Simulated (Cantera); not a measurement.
Input: 1 mol V, 0.1 mol N₂O, 0.34 mol N₂, 0.53 mol NH₃, at 2298 K and 10000 Pa.

These are equilibrium values from Cantera (NASA tables, ideal gas, pure condensed phases), not measurements of a reactor. Candidate condensed phases: H₂O, V, VN, VO, V₂O₃, V₂O₄, V₂O₅; 28 gas species. Each liquid is taken as pure. Mutual solubility and eutectic melting of coexisting phases are not modelled. VO: taken at fixed stoichiometry. Condensed phases not in the tables: V₂N, N, O or C dissolved in the metal. Kinetics and transport are ignored.

Base state: H₂ 0.512, N₂ 0.464, H 0.0217, V 0.00108, VO 0.000750, H₂O 0.000451, VO₂ 6.69e-5 (mole fractions); condensed: V(l) + VO(l).

Task: What changes in the equilibrium state with this change: temperature from 2298 K to 2423.15 K?

Result: 
```json
[
 {"species": "H₂", "before": "0.512", "after": "0.496"},
 {"species": "N₂", "before": "0.464", "after": "0.458"},
 {"species": "H", "before": "0.0217", "after": "0.0395"},
 {"species": "V", "before": "0.00108", "after": "0.00387"},
 {"species": "VO₂", "before": "6.69e-5", "after": "0.000238"},
 {"species": "VO", "before": "0.000750", "after": "0.00253"},
 {"species": "H₂O", "before": "0.000451", "after": "0.000613"},
 {"species": "V(l), mol", "before": "0.899", "after": "0.895"},
 {"species": "VO(l), mol", "before": "0.0980", "after": "0.0944"}
]
```

Task: What changes in the equilibrium state with this change: temperature from 2298 K to 1573.15 K?

Result: 
```tsv
species	before	after
H₂	0.512	0.756
N₂	0.464	0.242
H₂O	0.000451	0.00189
H	0.0217	0.000112
VO₂	6.69e-5	1.28e-8
V	0.00108	<1e-9
VO	0.000750	3.84e-9
V(l), mol	0.899	0
VO(l), mol	0.0980	0
VN(s), mol	0	0.902
VO(s), mol	0	0.0980
```
VN, VO: taken at fixed stoichiometry. Condensed phases not in the tables: solid solutions among these carbides, nitrides and lower oxides, V₂N.
